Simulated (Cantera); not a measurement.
Feed: 1 mol SiH₂Cl₂, 0.89 mol N₂O, 0.31 mol H₂, held at 24.0 mbar.

These are equilibrium values from Cantera (NASA tables, ideal gas, pure condensed phases), not measurements of a reactor. Candidate condensed phases: H₂O, NH₄Cl, Si, SiO₂, Si₂N₂O, Si₃N₄; 47 gas species. The tables' values for SiCl₃, SiCl are old estimates; treat these amounts as uncertain. The tables hold silica as quartz up to 1696 K and as liquid above; real silica turns to tridymite and cristobalite and melts near 1996 K. Rates play no part. All values below are at 1773 K.

Base state: HCl 0.391, N₂ 0.233, SiO 0.166, H₂ 0.147, SiCl₂ 0.0560, SiCl₃ 0.00504, Cl 0.00144, SiCl₄ 0.000771 (mole fractions); condensed: SiO₂(condensed).

Problem. What changes in the equilibrium state with this change: N₂O from 0.89 to 2.2 mol?

Solution. 
| species | before | after |
|---|---|---|
| N₂ | 0.233 | 0.487 |
| HCl | 0.391 | 0.439 |
| H₂O | 4.72e-5 | 0.0442 |
| SiO | 0.166 | 3.16e-5 |
| H₂ | 0.147 | 0.0261 |
| SiCl₂ | 0.0560 | 1.43e-8 |
| SiCl₃ | 0.00504 | 3.43e-9 |
| SiCl₄ | 0.000771 | 1.39e-9 |
| SiHCl₃ | 6.79e-5 | <1e-9 |
| SiO₂(condensed), mol | 0.127 | 1.000 |

Problem. What changes in the equilibrium state with this change: pressure from 24.0 mbar to 78.0 Pa?

Solution. 
```tsv
species	before	after
HCl	0.391	0.422
N₂	0.233	0.216
SiO	0.166	0.216
H₂	0.147	0.106
Cl	0.00144	0.0102
SiCl₂	0.0560	0.0261
SiHCl₃	6.79e-5	1.11e-6
SiCl₄	0.000771	1.89e-5
H₂O	4.72e-5	4.99e-6
SiCl₃	0.00504	0.000539
SiO₂(condensed), mol	0.127	0
```
